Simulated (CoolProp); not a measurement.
Values from CoolProp's reference Helmholtz-energy equation of state, Tillner-Roth 1997.

### Question
Give the vapour pressure (MPa), vapour density (kg/m³), vapour viscosity (µPa s), liquid conductivity (mW/(m K)) of saturated CH2F2 (R32) at 336.8 K.

### Answer
| T (K) | p (MPa) | vapour density (kg/m³) | vapour viscosity (µPa s) | liquid conductivity (mW/(m K)) |
|---|---|---|---|---|
| 336.8 | 4.26 | 153 | 18.1 | 99.2 |

Viscosity comes from a separate model (Bell 2016), an estimate that may be off by 10 % or more. Thermal conductivity comes from a separate model (Huber 2003), an estimate that may be off by 10 % or more.
